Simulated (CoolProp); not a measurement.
Vapour-liquid equilibrium of acetone (1) + n-dodecane (2) at 0.227 MPa; x and y are mole fractions of (1).

Values from CoolProp's multi-fluid Helmholtz-energy mixture model, Lemmon 2006 and Lemmon 2004; pair parameters Bell 2016.

```
x     bubble temperature (K)  y at the bubble point  dew temperature at overall composition x (K)  liquid density (mol/L)
----  ----------------------  ---------------------  --------------------------------------------  ----------------------
0.05                   491.1                  0.529                                         523.7                   3.602
0.15                   427.8                  0.924                                         518.0                   4.256
0.25                   394.5                  0.980                                         511.8                   4.816
0.35                   378.4                  0.991                                         505.1                   5.359
0.45                   370.6                  0.994                                         497.7                   5.938
0.55                   366.8                  0.995                                         489.2                   6.596
0.65                   364.5                  0.996                                         479.2                   7.380
0.75                   362.4                  0.997                                         466.5                   8.351
0.85                   359.9                  0.998                                         448.9                   9.603
0.95                   356.8                  0.999                                         416.4                   11.28
```

No azeotrope shows between x = 0.05 and 0.95.

Pair parameters are fitted to limited data, so mixtures are less certain than the pure fluids. The gap from Raoult's law changes sign with composition, which may be real or a fault of the pair parameters; it wasn't checked against measurements.
